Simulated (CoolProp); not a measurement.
Toluene along the isotherm 346.85 °C: fugacity coefficient from the reference equation and from simpler models built on Tc = 318.6 °C, pc = 41.26 bar, ω = 0.266; each cubic takes its own stable root.

The numbers come from the reference Helmholtz-energy equation of state, Lemmon 2006 in CoolProp. It is a short technical equation, of lower accuracy than the large ones.

```
p (bar)          phase  reference  van der Waals  Redlich-Kwong  Peng-Robinson
-------  -------------  ---------  -------------  -------------  -------------
0.652              gas     0.9950         0.9958         0.9953         0.9948
1.16               gas     0.9912         0.9926         0.9916         0.9908
2.06               gas     0.9843         0.9868         0.9852         0.9837
3.67               gas     0.9722         0.9765         0.9737         0.9711
6.52               gas     0.9508         0.9583         0.9534         0.9491
11.6               gas     0.9132         0.9260         0.9177         0.9104
20.6               gas     0.8482         0.8689         0.8556         0.8441
36.7               gas     0.7354         0.7654         0.7465         0.7307
65.2     supercritical     0.5406         0.5683         0.5530         0.5424
116      supercritical     0.3692         0.4165         0.3901         0.3776
206      supercritical     0.2794         0.3524         0.3057         0.2878
```
